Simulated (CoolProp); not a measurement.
Vapour-liquid equilibrium of CH2F2 (R32) (1) + dimethyl ether (2) at -71.55 °C; x and y are mole fractions of (1).

Computed with CoolProp (multi-fluid Helmholtz-energy mixture model, Tillner-Roth 1997 and Wu 2011; pair parameters Bell 2016).

### Question
Give the bubble pressure and the first vapour's composition at x = 0.2, 0.5, 0.65. Is there an azeotrope?

### Answer
x = 0.2: 0.01256 MPa, y = 0.522; x = 0.5: 0.02082 MPa, y = 0.821; x = 0.65: 0.02462 MPa, y = 0.891. No azeotrope shows between x = 0.05 and 0.95.

Pair parameters are fitted to limited data, so mixtures are less certain than the pure fluids. The gap from Raoult's law changes sign with composition, which may be real or a fault of the pair parameters; it wasn't checked against measurements.
